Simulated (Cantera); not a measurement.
What does this Cantera script print?

```python
import numpy as np
import cantera as ct

gas = ct.Solution("gri30.yaml")
gas.TPX = 1750, 1000, {'NO': 1, 'N2': 0.14}
reactor = ct.IdealGasConstPressureReactor(gas, energy="off", clone=False)
net = ct.ReactorNet([reactor])
net.rtol, net.atol = 1e-08, 1e-18
show = ['NO', 'NO2', 'N2', 'O', 'O2']
times = np.geomspace(3e-06, 30, 13)

steps = ct.SolutionArray(gas, extra=["t"])
rows = []
print(f"{'t/s':>10s}{'T/K':>9s}{'P/Pa':>11s}" + "".join(f"{s:>11s}" for s in show))
for t in times:
    while net.time < t:
        t_next = net.step()
        steps.append(gas.state, t=t_next)
    rows.append([np.interp(t, steps.t, y) for y in (steps.T, steps.P, *steps(*show).X.T)])
    print(f"{t:10.3e}{rows[-1][0]:9.1f}{rows[-1][1]:11.4g}" + "".join(f"{x:11.3e}" for x in rows[-1][2:]))
rate = np.gradient(steps.T, steps.t)
print("integrator steps:", len(steps.t))
if steps.T.max() > steps.T[0] + 200:
    print(f"time of steepest temperature rise: {steps.t[rate.argmax()]:.4e} s")
gas.TPX = 1750, 1000, {'NO': 1, 'N2': 0.14}
gas.equilibrate("TP")
print(f"equilibrium (TP): T = {gas.T:.1f} K  " + "  ".join(f"{s} {gas[s].X[0]:.3e}" for s in show))
```

Output:

```
       t/s      T/K       P/Pa         NO        NO2         N2          O         O2
 3.000e-06   1750.0       1000  8.772e-01  5.953e-14  1.228e-01  3.369e-09  1.696e-14
 1.149e-05   1750.0       1000  8.772e-01  8.749e-13  1.228e-01  1.291e-08  2.492e-13
 4.403e-05   1750.0       1000  8.772e-01  1.302e-11  1.228e-01  4.944e-08  3.711e-12
 1.687e-04   1750.0       1000  8.772e-01  1.910e-10  1.228e-01  1.893e-07  5.447e-11
 6.463e-04   1750.0       1000  8.772e-01  2.767e-09  1.228e-01  7.240e-07  7.918e-10
 2.476e-03   1750.0       1000  8.772e-01  3.973e-08  1.228e-01  2.754e-06  1.153e-08
 9.487e-03   1750.0       1000  8.772e-01  5.472e-07  1.228e-01  1.028e-05  1.707e-07
 3.635e-02   1750.0       1000  8.771e-01  6.036e-06  1.228e-01  3.602e-05  2.987e-06
 1.392e-01   1750.0       1000  8.768e-01  2.355e-05  1.229e-01  8.890e-05  6.497e-05
 5.335e-01   1750.0       1000  8.757e-01  2.843e-05  1.233e-01  1.155e-04  5.568e-04
 2.044e+00   1750.0       1000  8.714e-01  3.368e-05  1.255e-01  1.249e-04  2.721e-03
 7.830e+00   1750.0       1000  8.546e-01  4.989e-05  1.339e-01  1.456e-04  1.111e-02
 3.000e+01   1750.0       1000  7.904e-01  8.883e-05  1.660e-01  2.017e-04  4.312e-02
integrator steps: 559
equilibrium (TP): T = 1750.0 K  NO 4.255e-03  NO2 1.710e-06  N2 5.591e-01  O 4.970e-04  O2 4.361e-01
```

Computed with Cantera and GRI-Mech 3.0 (53 species, 325 reactions). Radical loss at walls, strong at low pressure, is not modelled.
